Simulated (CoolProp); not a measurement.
Vapour-liquid equilibrium of m-xylene (1) + n-decane (2) at 175.05 °C; x and y are mole fractions of (1).

The numbers come from the multi-fluid Helmholtz-energy mixture model, Zhou 2012 and Lemmon 2006; pair parameters Bell 2016 in CoolProp.

```
x     bubble pressure (MPa)  y at the bubble point  dew pressure at overall composition x (MPa)  liquid density (mol/L)
----  ---------------------  ---------------------  -------------------------------------------  ----------------------
0.05                 0.1112                  0.109                                       0.1071                   4.323
0.15                 0.1257                  0.287                                       0.1143                   4.501
0.25                 0.1398                  0.428                                       0.1224                   4.692
0.35                 0.1536                  0.543                                       0.1317                   4.899
0.45                 0.1672                  0.640                                       0.1423                   5.123
0.55                 0.1808                  0.725                                       0.1545                   5.366
0.65                 0.1945                  0.799                                       0.1687                   5.630
0.75                 0.2083                  0.865                                       0.1853                   5.917
0.85                 0.2223                  0.923                                       0.2051                   6.232
0.95                 0.2364                  0.976                                       0.2292                   6.577
```

No azeotrope shows between x = 0.05 and 0.95.

The pair parameters rest on a limited set of measurements; away from them the model extrapolates.
